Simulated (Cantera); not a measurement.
## Ta2O5 + CH4 + CO (carbothermic reduction)

Feed: 1 mol Ta2O5, 2.9 mol CH4, 2.4 mol CO, held at 133 Pa.

These are equilibrium values from Cantera (NASA tables, ideal gas, pure condensed phases), not measurements of a reactor. Candidate condensed phases: C, C6H6, C7H8, C8H18, H2O, Ta, TaC, Ta2O5; 113 gas species. Mutual solubility and eutectic melting of coexisting phases are not modelled. TaC: taken at fixed stoichiometry. Condensed phases not in the tables: Ta2C, N, O or C dissolved in the metal. The numbers say what is thermodynamically allowed, not how fast it happens.

From 1352 °C to 1577 °C the condensed part is TaC(s) + Ta2O5(s). From 1602 °C to 1677 °C the condensed part is Ta(s) + Ta2O5(s). The main Ta-bearing gas is TaO2 throughout.

```
T (°C)   x H2   x CO      x H     x H2O    x TaO2     x CO2    x TaO     x OH  n TaC(s)  n Ta2O5(s)  n Ta(s)
------  -----  -----  -------  --------  --------  --------  -------  -------  --------  ----------  -------
1352    0.563  0.435  0.00145  0.000428   1.33e-7  0.000106  8.53e-9  4.65e-8     0.830       0.585        0
1377    0.563  0.435  0.00187  0.000442   2.76e-7  0.000106  2.01e-8  6.62e-8     0.830       0.585        0
1402    0.562  0.435  0.00238  0.000455   5.58e-7  0.000106  4.60e-8  9.33e-8     0.830       0.585        0
1427    0.562  0.434  0.00303  0.000468   1.11e-6  0.000106  1.03e-7  1.30e-7     0.830       0.585        0
1452    0.561  0.434  0.00381  0.000480   2.15e-6  0.000106  2.25e-7  1.80e-7     0.830       0.585        0
1477    0.561  0.434  0.00477  0.000493   4.09e-6  0.000105  4.80e-7  2.46e-7     0.830       0.585        0
1502    0.560  0.434  0.00593  0.000505   7.63e-6  0.000105  1.00e-6  3.33e-7     0.830       0.585        0
1527    0.559  0.434  0.00733  0.000517   1.40e-5  0.000105  2.05e-6  4.48e-7     0.830       0.585        0
1552    0.557  0.433  0.00900  0.000528   2.52e-5  0.000105  4.11e-6  5.97e-7     0.830       0.585        0
1577    0.556  0.433   0.0110  0.000539   4.47e-5  0.000105  8.07e-6  7.89e-7     0.830       0.585        0
1602    0.512  0.474   0.0128  0.000522   7.71e-5  0.000118  1.50e-5  1.02e-6         0       0.418     1.16
1627    0.510  0.474   0.0155  0.000589  0.000126  0.000130  2.44e-5  1.47e-6         0       0.418     1.16
1652    0.508  0.473   0.0187  0.000661  0.000203  0.000143  3.91e-5  2.10e-6         0       0.417     1.16
1677    0.505  0.472   0.0223  0.000738  0.000323  0.000157  6.21e-5  2.96e-6         0       0.416     1.16
```
x: gas mole fraction; n: condensed amount in mol.
